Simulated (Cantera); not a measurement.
An isothermal, constant-pressure homogeneous reactor starts with 0.248 % CH₂O, 4.30 % O₂, 95.5 % N₂, equivalence ratio 0.058, at 1548 K and 1000000 Pa.

Model: GRI-Mech 3.0 (53 species, 325 reactions), integrated in Cantera.

x: mole fraction; the columns are a selection and need not sum to one.

| t (s) | x CH₂O | x O₂ | x CO | x NO₂ | x C₂H₆ | x H | x H₂ |
|---|---|---|---|---|---|---|---|
| 9.00e-6 | 0.00225 | 0.0428 | 0.000233 | <1e-12 | <1e-12 | 4.14e-6 | 7.16e-5 |
| 2.28e-5 | 0.000610 | 0.0420 | 0.00184 | 3.71e-11 | <1e-12 | 1.13e-5 | 0.000430 |
| 5.77e-5 | 3.33e-8 | 0.0415 | 0.00222 | 2.46e-10 | <1e-12 | 9.42e-6 | 0.000108 |
| 0.000146 | <1e-12 | 0.0412 | 0.00173 | ? | <1e-12 | 3.29e-6 | 5.35e-6 |
| 0.000370 | <1e-12 | 0.0410 | 0.00111 | ? | <1e-12 | 1.58e-6 | 2.52e-6 |
| 0.000936 | <1e-12 | 0.0407 | 0.000466 | ? | <1e-12 | 5.32e-7 | 1.13e-6 |
| 0.00237 | <1e-12 | 0.0405 | 0.000111 | ? | <1e-12 | 9.40e-8 | 3.19e-7 |
| 0.00600 | <1e-12 | 0.0405 | 1.48e-5 | ? | <1e-12 | 1.08e-8 | 6.84e-8 |
| 0.0152 | <1e-12 | 0.0405 | 1.03e-6 | ? | <1e-12 | 1.76e-9 | 1.88e-8 |
| 0.0385 | <1e-12 | 0.0405 | 4.58e-8 | 5.42e-9 | <1e-12 | 1.16e-9 | 1.39e-8 |
| 0.0974 | <1e-12 | 0.0405 | 3.86e-8 | 5.55e-9 | <1e-12 | 1.15e-9 | 1.38e-8 |
| 0.246 | <1e-12 | 0.0405 | 3.86e-8 | 5.90e-9 | <1e-12 | 1.15e-9 | 1.38e-8 |
| 0.624 | <1e-12 | 0.0405 | 3.86e-8 | ? | <1e-12 | 1.15e-9 | 1.38e-8 |
| 1.58 | <1e-12 | 0.0405 | 3.86e-8 | ? | <1e-12 | 1.15e-9 | 1.38e-8 |
| 4.00 | <1e-12 | 0.0405 | 3.86e-8 | ? | <1e-12 | 1.15e-9 | 1.38e-8 |

### Question
Some entries are withheld; supply them.

### Answer

- 0.000146, x NO₂: 2.22e-9
- 0.000370, x NO₂: 7.64e-9
- 0.000936, x NO₂: 1.87e-8
- 0.00237, x NO₂: 2.46e-8
- 0.00600, x NO₂: 1.46e-8
- 0.0152, x NO₂: 6.58e-9
- 0.624, x NO₂: 6.77e-9
- 1.58, x NO₂: 8.98e-9
- 4.00, x NO₂: 1.46e-8
